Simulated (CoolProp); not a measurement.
The fluid at 412.02 K and 0.153 MPa flows at 0.29 m/s in a round tube of 100 mm bore and 45 µm roughness, fully developed (64/Re and Nu = 3.66 if laminar; Colebrook and Gnielinski if turbulent). The same conditions are run with several fluids, on thermodynamics alone (safety and materials aside).

Computed with CoolProp (reference Helmholtz-energy equation of state of each fluid (methane: Setzmann 1991; propane: Lemmon 2009; C3F8 (R218): Lemmon 2006; CF4 (R14): Platzer 1990)). The equations of Platzer and Polt are older, rougher fits.

Rank methane, propane, C3F8 (R218), CF4 (R14) by Reynolds number, highest first.

C3F8 (R218) (14400), propane (5180), CF4 (R14) (5060), methane (1420)

```csv
fluid,Darcy friction factor,pressure drop (Pa/m),heat-transfer coefficient (W/(m² K)),mass flow (kg/h)
methane,0.0449,0.0135,1.91,5.88
propane,0.0375,0.0314,5.65,16.3
C3F8 (R218),0.0289,0.103,9.17,69.6
CF4 (R14),0.0378,0.0625,4.28,32.3
```

Transport values come from each fluid's own correlations; those of C3F8 (R218), CF4 (R14) are estimates that may be off by 10 % or more.
